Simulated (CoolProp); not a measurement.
Saturated liquid density (kg/m³) of the fluoroketone C6F12O (FK-5-1-12): the reference equation beside estimates from Tc = 168.7 °C, pc = 18.69 bar, ω = 0.471. Rackett uses Z = 0.29056 − 0.08775 ω.

Model: reference Helmholtz-energy equation of state, McLinden 2015, in CoolProp.

| T (°C) | reference | Rackett | van der Waals | Soave-Redlich-Kwong |
|---|---|---|---|---|
| 3.95 | 1664 | 1840 | 972.4 | 1518 |
| 18.35 | 1622 | 1791 | 948.8 | 1482 |
| 32.85 | 1578 | 1740 | 923.7 | 1441 |
| 47.25 | 1533 | 1686 | 897.2 | 1397 |
| 61.65 | 1485 | 1630 | 868.8 | 1348 |
| 76.05 | 1434 | 1570 | 838.3 | 1294 |
| 90.55 | 1378 | 1505 | 804.8 | 1232 |
| 104.95 | 1317 | 1434 | 768.1 | 1162 |
| 119.35 | 1249 | 1356 | 726.8 | 1081 |

Absolute difference from the reference over all 9 rows, mean and median: Rackett 9.7 and 9.8 %, van der Waals 41.6 and 41.5 %, Soave-Redlich-Kwong 10.0 and 9.2 %.
